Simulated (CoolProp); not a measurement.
Vapour-liquid equilibrium of acetone (1) + cyclohexane (2) at 17.75 °C; x and y are mole fractions of (1).

Computed with CoolProp (multi-fluid Helmholtz-energy mixture model, Lemmon 2006 and Zhou 2014; pair parameters Bell 2016).

| x | bubble pressure (bar) | y at the bubble point | dew pressure at overall composition x (bar) | liquid density (mol/L) |
|---|---|---|---|---|
| 0.05 | 0.1592 | 0.438 | 0.09763 | 9.406 |
| 0.125 | 0.2117 | 0.597 | 0.1056 | 9.612 |
| 0.2 | … | 0.649 | 0.1149 | 9.833 |
| 0.275 | 0.2443 | 0.669 | 0.1260 | 10.07 |
| 0.35 | 0.2479 | 0.677 | 0.1394 | 10.33 |
| 0.425 | 0.2492 | 0.681 | 0.1559 | 10.61 |
| 0.5 | … | 0.685 | … | 10.91 |
| 0.575 | 0.2512 | 0.691 | 0.2027 | 11.23 |
| 0.65 | 0.2522 | 0.702 | 0.2355 | 11.58 |
| 0.725 | 0.2528 | 0.722 | 0.2527 | … |
| 0.8 | 0.2516 | 0.755 | 0.2478 | 12.38 |
| 0.875 | 0.2468 | 0.810 | … | 12.82 |
| 0.95 | 0.2356 | 0.902 | 0.2294 | 13.30 |

Some entries are withheld; supply them.


- 0.2, bubble pressure (bar): 0.2349
- 0.5, bubble pressure (bar): 0.2501
- 0.5, dew pressure at overall composition x (bar): 0.1765
- 0.725, liquid density (mol/L): 11.96
- 0.875, dew pressure at overall composition x (bar): 0.2391

y crosses x between x = 0.65 and 0.725: the model has an azeotrope there.

Pair parameters are fitted to limited data, so mixtures are less certain than the pure fluids. With so large a gap from Raoult's law the liquid may split in two, which this calculation doesn't test in full.
